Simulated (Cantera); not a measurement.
Input: 1 mol CuO, 200 mol H2, 23 mol N2, equilibrated at 2148 K and 2300 Pa.

Equilibrium computed with Cantera from the NASA thermochemical tables; the gas is ideal and each condensed phase is pure. Candidate condensed phases: Cu, CuO, Cu(OH)2, Cu2O, H2O; 27 gas species. The numbers say what is thermodynamically allowed, not how fast it happens.

Base state: H2 0.864, N2 0.101, H 0.0255, Cu 0.00441, H2O 0.00439, OH 1.67e-5 (mole fractions); condensed: gas only.

Problem. What changes in the equilibrium state with this change: pressure from 2300 Pa to 4400 Pa?

Solution. 
```tsv
species	before	after
H2	0.864	0.871
N2	0.101	0.102
H	0.0255	0.0185
Cu	0.00441	0.00442
OH	1.67e-5	1.21e-5
H2O	0.00439	0.00441
```
